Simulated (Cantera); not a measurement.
Input: 1 mol CF₄, 0.18 mol H₂, at 3248.15 K and 0.00133 bar.

Equilibrium computed with Cantera from the NASA thermochemical tables; the gas is ideal and each condensed phase is pure. Kinetics and transport are ignored.

```csv
species,before,after
F,0.779,0.755
C,0.0727,0.154
H,0.0367,0.0608
HF,0.0398,0.00864
C₃,0.0271,0.00470
CF,0.0313,0.00867
C₂,0.0133,0.00810
C₅,4.64e-5,6.60e-7
CF₂,0.000341,1.24e-5
C₄,3.82e-5,1.90e-6
C₂H,4.94e-5,6.71e-6
H₂,1.76e-5,6.53e-6
```
Gas species are given as mole fractions.

Question: What was changed between the two runs?
A) temperature from 3248.15 K to 2698 K
B) H₂ from 0.18 to 1.8 mol
C) temperature from 3248.15 K to 973 K
D) pressure from 0.00133 bar to 0.000180 bar

Answer: D, pressure from 0.00133 bar to 0.000180 bar
